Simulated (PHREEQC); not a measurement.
Phosphoric acid bath: an equilibrium model

Solution (25 °C): 0.16 mol/kgw KH2PO4 and 0.012 mol/kgw HF. Closed to the air; pH follows from the charge balance.

Equilibrium calculation in PHREEQC: ion-association model, wateq4f.dat.

Each row changes one thing in this solution. Precipitation was switched off in this run.

```
case                                             pH  ionic strength (mol/kgw)
---------------------------------------------  ----  ------------------------
as made                                        3.34                     0.161
KH2PO4 replaced by K2SO4 at the same molality  2.93                     0.387
diluted 2-fold with water                      3.39                    0.0805
diluted 100-fold with water                    4.07                   0.00169
KH2PO4 left out                                2.60                   0.00262
KH2PO4 replaced by KF at the same molality     4.36                     0.160
HF left out                                    4.43                     0.161
temperature from 25 to 65 °C                   3.54                     0.161
KH2PO4 from 0.16 to 0.176 mol/kgw              3.37                     0.177
```

H3PO4, which wateq4f.dat lacks, is added to it with the constant of phreeqc.dat. At this temperature some constants are extrapolated from 25 °C, and those without enthalpy data are left unchanged.
